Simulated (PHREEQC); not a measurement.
**Sulfide liquor**

A solution holds 0.043 mol/kgw NH4HS, 0.0042 mol/kgw NaOH and 0.00039 mol/kgw MnCl2, at 45 °C. It is in equilibrium with CO2 at log p = -2 (atm). Otherwise closed; pH follows from the charge balance.

Equilibrium calculation in PHREEQC: ion-association model, wateq4f.dat.

This is a speciation only: nothing precipitates in the calculation.

Question: What pH, ionic strength does the model give?

Answer: pH 7.60; ionic strength 0.0452 mol/kgw.

Question: In which forms is Mn present?

Answer: Mn+2 61 %, MnCO3 25 %, MnHCO3+ 14 % of the Mn.

Saturation is exceeded, for instance for Rhodochrosite; the values hold only as long as no solid forms. Species that the database lacks are ignored. Constants without temperature data keep their 25 °C values here. The polysulfide entries of wateq4f.dat were taken out for this run.
